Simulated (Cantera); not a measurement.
Input: 1 mol Nb, 0.02 mol H₂O, 14 mol H₂, at 2302 °C and 8.40 mbar.

Method: chemical equilibrium by Gibbs-energy minimisation in Cantera with the NASA 1993 tables (ideal gas, pure condensed phases). Candidate condensed phases: H₂O, Nb, NbO, NbO₂, Nb₂O₅; 12 gas species. Condensed phases not in the tables: N, O or C dissolved in the metal. Kinetics and transport are ignored.

Base state: H₂ 0.686, H 0.313, NbO 0.000895, H₂O 0.000156, NbO₂ 6.49e-5, OH 1.61e-5, Nb 1.14e-5 (mole fractions); condensed: Nb(s).

### Question
What changes in the equilibrium state with this change: H₂O from 0.02 to 0.71 mol?

### Answer
| species | before | after |
|---|---|---|
| H₂ | 0.686 | 0.665 |
| H | 0.313 | 0.308 |
| NbO₂ | 6.49e-5 | 0.0124 |
| NbO | 0.000895 | 0.0124 |
| O | 4.77e-6 | 6.60e-5 |
| OH | 1.61e-5 | 0.000219 |
| H₂O | 0.000156 | 0.00210 |
| Nb(s), mol | 0.984 | 0.555 |
